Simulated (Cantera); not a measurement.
An isothermal plug-flow reactor at 950 K and 93000 Pa (inlet), inlet velocity 0.64 m/s, active area per volume 1300 1/m; feed CH₄ : O₂ : N₂ = 0.002 : 0.028 : 0.79 (molar parts).

Cantera simulation using Deutschmann's 1995 Pt surface mechanism with GRI-Mech 3.0 gas chemistry; the numbers are that mechanism's predictions, not measurements. Catalytic surfaces can have several steady states; this one follows from the mechanism file's or the stated starting coverage. Mass transfer to the wall is taken as infinitely fast.

One state of this run: x CH₄ = 0.00126; x O₂ = 0.0318; x H₂O = 0.00235; x CO₂ = 0.00117; x CO = 5.70e-7; θ free Pt = 0.204; θ O* = 0.795; θ OH* = 0.00102. x: gas mole fraction; θ: surface coverage.

**Question.** Which value of z (m) does it belong to?
A. 0.00045
B. 0.0045
C. 9.6e-05
D. 0.0021

**Answer.** B, 0.0045
